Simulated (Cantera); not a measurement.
# Thermodynamics of fluorocarbon and chlorocarbon gases, feed CH2F2 + F2 + H2 + Si

A closed system holds: 1 mol CH2F2, 0.46 mol F2, 2.6 mol H2, a varied amount of Si, held at 552 °C and 400 Pa.

Equilibrium computed with Cantera from the NASA thermochemical tables; the gas is ideal and each condensed phase is pure. Candidate condensed phases: C, C6H6, C7H8, C8H18, Si, SiC; 113 gas species. The numbers say what is thermodynamically allowed, not how fast it happens.

From 0.12 mol Si to 0.63 mol Si the condensed part is C(graphite). From 0.75 mol Si to 0.9 mol Si the condensed part is C(graphite) + SiC(s). The main Si-bearing gas is SiF4 throughout.

| n(Si) (mol) | x H2 | x HF | x SiF4 | x CH4 | x SiHF3 | x SiF3 | x SiH2F2 | x H2F2 | n C(graphite) | n SiC(s) |
|---|---|---|---|---|---|---|---|---|---|---|
| 0.12 | 0.481 | 0.494 | 0.0243 | 0.000836 | 1.56e-9 | 1.11e-11 | <1e-12 | 8.14e-8 | 0.996 | 0 |
| 0.15 | 0.496 | 0.473 | 0.0306 | 0.000889 | 2.11e-9 | 1.48e-11 | <1e-12 | 7.45e-8 | 0.996 | 0 |
| 0.18 | 0.511 | 0.451 | 0.0369 | 0.000944 | 2.75e-9 | 1.90e-11 | <1e-12 | 6.78e-8 | 0.995 | 0 |
| 0.21 | 0.526 | 0.429 | 0.0433 | 0.00100 | 3.50e-9 | 2.39e-11 | <1e-12 | 6.14e-8 | 0.995 | 0 |
| 0.25 | 0.547 | 0.400 | 0.0520 | 0.00108 | 4.70e-9 | 3.14e-11 | <1e-12 | 5.32e-8 | 0.995 | 0 |
| 0.3 | 0.574 | 0.362 | 0.0631 | 0.00119 | 6.60e-9 | 4.30e-11 | <1e-12 | 4.36e-8 | 0.994 | 0 |
| 0.36 | 0.607 | 0.315 | 0.0767 | 0.00133 | 9.72e-9 | 6.17e-11 | <1e-12 | 3.31e-8 | 0.994 | 0 |
| 0.44 | 0.652 | 0.251 | 0.0954 | 0.00154 | 1.63e-8 | 9.97e-11 | <1e-12 | 2.11e-8 | 0.993 | 0 |
| 0.52 | 0.698 | 0.185 | 0.115 | 0.00176 | 2.85e-8 | 1.68e-10 | <1e-12 | 1.14e-8 | 0.992 | 0 |
| 0.63 | 0.765 | 0.0905 | 0.143 | 0.00212 | 7.94e-8 | 4.49e-10 | <1e-12 | 2.73e-9 | 0.991 | 0 |
| 0.75 | 0.828 | 2.05e-5 | 0.169 | 0.00248 | 0.000449 | 2.44e-6 | 6.99e-7 | <1e-12 | 0.970 | 0.0195 |
| 0.9 | 0.828 | 2.05e-5 | 0.169 | 0.00248 | 0.000449 | 2.44e-6 | 6.99e-7 | <1e-12 | 0.820 | 0.170 |
x: gas mole fraction; n: condensed amount in mol.
